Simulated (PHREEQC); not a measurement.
Consider water at 25 °C with 1.7 mmol/kgw HF, 0.37 mmol/kgw NaF and 0.63 mmol/kgw H2SO4. Closed to the air; pH follows from the charge balance.

Computed with PHREEQC (ion-association model, wateq4f.dat).

Precipitation was switched off in this run.

Order these F species by the share of F that they hold, largest first: F-, HF2-, HF, H2F2.

HF (66 %), F- (33 %), H2F2 (0.48 %), HF2- (0.35 %)

Order these S species by the share of S that they hold, largest first: NaSO4-, SO4-2, HSO4-.

SO4-2 (89 %), HSO4- (11 %), NaSO4- (0.13 %)

The pH is 2.85 and the ionic strength 0.00244 mol/kgw. Complexes and solids missing from the database can't appear.
